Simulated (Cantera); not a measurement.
Feed: 1 mol CaO, 3.5 mol F2, 1.7 mol HF, at 0.100 bar.

These are equilibrium values from Cantera (NASA tables, ideal gas, pure condensed phases), not measurements of a reactor. Candidate condensed phases: Ca, CaF2, CaO, Ca(OH)2, H2O; 29 gas species. Equilibrium is a limit: real reactors are often held back by kinetics, nucleation or transport.

x: gas mole fraction; n: condensed amount in mol.

```csv
T (K),x F,x F2,x HF,x O2,x FO,x FO2,n CaF2(s)
925,0.0943,0.460,0.345,0.101,7.45e-7,1.48e-5,1.00
975,0.155,0.413,0.334,0.0981,1.44e-6,1.49e-5,1.00
1025,0.235,0.352,0.319,0.0939,2.51e-6,1.43e-5,1.00
1075,0.328,0.280,0.302,0.0889,3.96e-6,___,1.00
1125,0.425,0.206,0.285,0.0838,5.68e-6,___,1.00
1175,0.511,0.141,0.269,0.0792,7.49e-6,___,1.00
1225,0.577,0.0897,0.257,0.0757,9.24e-6,___,1.00
1275,0.623,0.0551,0.249,0.0733,1.09e-5,___,1.00
1325,0.651,0.0333,0.244,0.0717,1.23e-5,___,1.000
1375,0.668,0.0202,0.241,0.0708,1.37e-5,___,1.000
1425,0.678,0.0125,0.239,0.0703,1.50e-5,___,1.000
```

**Question.** Some entries are withheld; supply them.

**Answer.** 
- 1075, x FO2: 1.30e-5
- 1125, x FO2: 1.12e-5
- 1175, x FO2: 9.31e-6
- 1225, x FO2: 7.53e-6
- 1275, x FO2: 6.02e-6
- 1325, x FO2: 4.82e-6
- 1375, x FO2: 3.89e-6
- 1425, x FO2: 3.16e-6
